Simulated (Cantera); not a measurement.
Mixture: 23.7 % H2, 16.0 % O2, 60.2 % N2, equivalence ratio 0.74, at 0.590 bar, adiabatic and at constant volume. Ignition delay is the time to a rise of 400 K.

Cantera simulation using the H2/O2 subset of GRI-Mech 3.0, which has no nitrogen chemistry; the numbers are that mechanism's predictions, not measurements. Where the delays flatten at high temperature, the 400 K rule measures the pace of heat release, not the induction time.

Question: Predict: delay at 1223 K; delay at 1323 K; delay at 1423 K; delay at 1523 K; delay at 1623 K; delay at 1723 K; delay at 1823 K.

Answer: 
| Quantity | Result |
|---|---|
| delay at 1223 K | 68.9 µs |
| delay at 1323 K | 47.5 µs |
| delay at 1423 K | 37.0 µs |
| delay at 1523 K | 32.3 µs |
| delay at 1623 K | 30.9 µs |
| delay at 1723 K | 31.8 µs |
| delay at 1823 K | 34.4 µs |
